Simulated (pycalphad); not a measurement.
All values are pycalphad results on the COST 507 light-alloy database (1999) (1 atm), not direct measurements. These are 1990s assessments: newer ones move some temperatures and phases. Phase fractions are per mole of atoms.

Q: Give the equilibrium state of Si-9.6Mn-71.2Al (at.%) at 850 K.

A: 
```
T = 850.00 K, P = 101325 Pa, N = 1 mol of atoms
G = -40838 J/mol, H = 7954 J/mol, S = 57.40 J/(mol K)  (SER reference)
chemical potentials (J/mol): Si -23592, Mn -132808, Al -33088
phase             fraction      x(Si)      x(Mn)      x(Al)
ALMNSI_ALPHA        0.5483     0.1267     0.1739     0.6994
LIQUID              0.3749     0.1219     0.0017     0.8764
DIAMOND_A4          0.0769     1.0000       none   8.93e-07
```

Q: Give the equilibrium state of Si-9.6Mn-71.2Al (at.%) at 550 K.

A: 
```
T = 550.00 K, P = 101325 Pa, N = 1 mol of atoms
G = -27291 J/mol, H = -6177 J/mol, S = 38.39 J/(mol K)  (SER reference)
chemical potentials (J/mol): Si -12177, Mn -128475, Al -17723
phase             fraction      x(Si)      x(Mn)      x(Al)
ALMNSI_ALPHA        0.5520     0.1213     0.1739     0.7047
FCC_A1              0.3231   0.000374   8.31e-07     0.9996
DIAMOND_A4          0.1249     1.0000       none   1.45e-10
```

Database names, with the compositions (at.%) that they take in these runs: ALMNSI_ALPHA: Al 70 Mn 17 Si 12. FCC_A1 is fcc; DIAMOND_A4 is diamond (Si). An entry "none" or "no" means that the model of the phase leaves that element out.
